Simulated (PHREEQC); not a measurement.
Consider water at 20 °C with 0.17 mol CuSO4, 0.0019 mol HBF4 and 0.058 mol NaCl per kg of water. Closed to the air; pH follows from the charge balance.

Computed with PHREEQC (ion-association model, wateq4f.dat).

```tsv
quantity	before	after
pH	3.02	4.51
ionic strength (mol/kgw)	0.403	0.401
Cu+2 (mol/kgw)	0.0872	0.0868
SO4-2 (mol/kgw)	0.0834	0.0846
CuSO4 (mol/kgw)	0.0794	0.0804
Na+ (mol/kgw)	0.0530	0.0530
SI of Chalcanthite (CuSO4:5H2O)	-0.71	-0.71
SI of Atacamite (Cu2(OH)3Cl)	-3.23	+1.25
```

Task: What was changed between the two runs?
A. 0.2 mol/kgw Na2SO4 added
B. HBF4 left out
C. temperature from 20 to 15 °C
D. temperature from 20 to 10 °C

Result: B, HBF4 left out

No solid was allowed to form. Some of these states are supersaturated (in Antlerite, Brochantite, for instance). Real BF4- forms and hydrolyses slowly; the run takes it at equilibrium.
